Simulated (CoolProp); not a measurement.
Vapour-liquid equilibrium of CH2F2 (R32) (1) + R125 (2) at 187.1 K; x and y are mole fractions of (1).

Computed with CoolProp (multi-fluid Helmholtz-energy mixture model, Tillner-Roth 1997 and Lemmon 2005; pair parameters Lemmon 2004).

| x | bubble pressure (MPa) | y at the bubble point | dew pressure at overall composition x (MPa) | liquid density (mol/L) |
|---|---|---|---|---|
| 0.05 | 0.01005 | 0.062 | 0.01003 | 14.02 |
| 0.15 | 0.01034 | [?] | 0.01025 | 14.71 |
| 0.25 | 0.01064 | 0.303 | [?] | 15.47 |
| 0.35 | 0.01095 | 0.413 | 0.01077 | 16.30 |
| 0.45 | 0.01124 | 0.513 | 0.01105 | 17.23 |
| 0.55 | 0.01150 | [?] | 0.01134 | 18.26 |
| 0.65 | 0.01173 | 0.693 | 0.01162 | 19.43 |
| 0.75 | [?] | 0.777 | [?] | 20.75 |
| 0.85 | 0.01203 | 0.860 | 0.01202 | 22.28 |
| 0.95 | 0.01206 | 0.949 | 0.01206 | 24.06 |

What belongs in the gaps?


- 0.15, y at the bubble point: 0.186
- 0.25, dew pressure at overall composition x (MPa): 0.01050
- 0.55, y at the bubble point: 0.607
- 0.75, bubble pressure (MPa): 0.01191
- 0.75, dew pressure at overall composition x (MPa): 0.01186

y crosses x between x = 0.85 and 0.95: the model has an azeotrope there.

Pair parameters are fitted to limited data, so mixtures are less certain than the pure fluids.
